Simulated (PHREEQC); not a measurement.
Make-up at 25 °C: 26 mmol/kgw LiCl and 6.8 mmol/kgw CdCl2. Closed to the air; pH follows from the charge balance.

Model: ion-association model, phreeqc.dat, run in PHREEQC.

```csv
quantity,before,after
pH,5.95,5.77
ionic strength (mol/kgw),0.0373,0.0370
Cl- (mol/kgw),0.0348,0.0347
CdCl+ (mol/kgw),0.00396,0.00400
Cd+2 (mol/kgw),0.00243,0.00234
CdCl2 (mol/kgw),0.000398,0.000434
```

**Question.** What was changed between the two runs?
A. temperature from 25 to 20 °C
B. temperature from 25 to 55 °C
C. diluted 100-fold with water
D. 0.00039 mol/kgw H2SO4 added
E. CdCl2 from 0.0068 to 0.068 mol/kgw

**Answer.** B, temperature from 25 to 55 °C

Precipitation was switched off in this run. Away from 25 °C the constants follow the database's enthalpies or fits; those with neither stay at their 25 °C values.
